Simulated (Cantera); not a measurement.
Source: NASA polynomial tables (part measured, part estimated), evaluated in Cantera. Values are per mole of reaction as written; species without (g) are pure solids or liquids, kept so even where they would boil at 1 bar.

4 PH3(g) + 2 N2(g) → P4(g) + 4 NH3(g), with ΔH° = -146.5 kJ and ΔS° = -173.3 J/K at 300 K.

Problem. How far is the shortcut ΔG° ≈ ΔH°(300 K) − T·ΔS°(300 K) from the full temperature-dependent value at 1975, 2025, 2075, 2125, 2175, 2225, 2275, 2325, 2375, 2425 K?

Solution. 
```csv
T (K),shortcut (kJ),full (kJ),difference (kJ),difference in log10 K
1975,195.7,206.9,-11.2,0.30
2025,204.3,216.3,-12.0,0.31
2075,213.0,225.7,-12.7,0.32
2125,221.7,235.2,-13.5,0.33
2175,230.3,244.6,-14.3,0.34
2225,239.0,254.1,-15.1,0.35
2275,247.6,263.5,-15.9,0.36
2325,256.3,273.0,-16.7,0.37
2375,265.0,282.4,-17.5,0.38
2425,273.6,291.9,-18.3,0.39
```
The shortcut ignores the heat-capacity change of the reaction.
